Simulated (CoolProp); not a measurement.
Vapour pressure (bar) of CHF3 (R23): the reference equation beside estimates from Tc = 299.3 K, pc = 48.32 bar, ω = 0.263. Clausius-Clapeyron is anchored at 250.9 K with a constant enthalpy of vaporisation of 12.34 kJ/mol.

The numbers come from the reference Helmholtz-energy equation of state, Penoncello 2003 in CoolProp.

| T (K) | reference | Lee-Kesler | Clausius-Clapeyron | van der Waals | Redlich-Kwong | Soave-Redlich-Kwong | Peng-Robinson |
|---|---|---|---|---|---|---|---|
| 234 | 7.291 | 7.356 | 8.479 | 16.64 | 10.07 | 7.378 | 7.291 |
| 239.6 | 8.914 | 8.996 | 9.833 | 18.58 | 11.94 | 9.039 | 8.924 |
| 245.3 | 10.83 | 10.93 | 11.36 | 20.70 | 14.08 | 11.00 | 10.86 |
| 250.9 | 13.00 | 13.10 | 13.00 | 22.92 | 16.42 | 13.22 | 13.04 |
| 256.5 | 15.47 | ___ | 14.79 | 25.28 | 19.02 | 15.75 | 15.55 |
| 262.1 | 18.29 | 18.40 | 16.73 | 27.79 | 21.87 | 18.62 | 18.39 |
| 267.8 | 21.53 | 21.64 | 18.88 | 30.49 | 25.06 | ___ | 21.67 |
| 273.4 | 25.12 | ___ | 21.15 | 33.30 | 28.48 | 25.57 | 25.30 |
| 279 | 29.14 | 29.25 | 23.58 | 36.26 | 32.20 | 29.63 | 29.37 |
| 284.7 | 33.74 | 33.85 | 26.23 | 39.44 | 36.30 | 34.22 | 33.99 |
| 290.3 | 38.80 | 38.90 | 29.00 | 42.72 | 40.65 | 39.22 | 39.05 |

### Question
What belongs in the gaps?

### Answer

- 256.5, Lee-Kesler: 15.59
- 267.8, Soave-Redlich-Kwong: 21.93
- 273.4, Lee-Kesler: 25.23

Absolute difference from the reference over all 11 rows, mean and median: Lee-Kesler 0.6 and 0.6 %, Clausius-Clapeyron 12.6 and 12.3 %, van der Waals 58.6 and 51.9 %, Redlich-Kwong 20.3 and 19.6 %, Soave-Redlich-Kwong 1.6 and 1.7 %, Peng-Robinson 0.5 and 0.5 %.
